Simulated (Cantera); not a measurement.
# Equilibrium for nitride etching: BN + NF₃ + N₂ + HF

A closed system holds: 1 mol BN, 9.7 mol NF₃, 0.47 mol N₂, 16 mol HF, at 500 °C and 0.100 bar.

Equilibrium computed with Cantera from the NASA thermochemical tables; the gas is ideal and each condensed phase is pure. Candidate condensed phases: B, BN; 31 gas species. The numbers say what is thermodynamically allowed, not how fast it happens.

```json
{
  "x(HF)": "0.503",
  "x(F₂)": "0.209",
  "x(NF₃)": "0.131",
  "x(N₂)": "0.117",
  "x(BF₃)": "0.0314",
  "x(F)": "0.00785",
  "x(H₂F₂)": "2.81e-6",
  "gas_amount": "31.81 mol",
  "log10 activity of B(s) (absent)": "-73.67"
}
```
